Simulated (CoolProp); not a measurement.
n-heptane at 298.15 K and 5.65 MPa is throttled through a valve to 3.16 MPa with no heat exchange. Each further row changes one setting.

Computed with CoolProp (reference Helmholtz-energy equation of state, Span 2003). It is a short technical equation, of lower accuracy than the large ones.

```tsv
case	temperature change (K)	final density (kg/m³)
as stated	+1.0	682
outlet pressure 0.948 MPa	+2.0	679
outlet pressure 4.11 MPa	+0.6	683
```
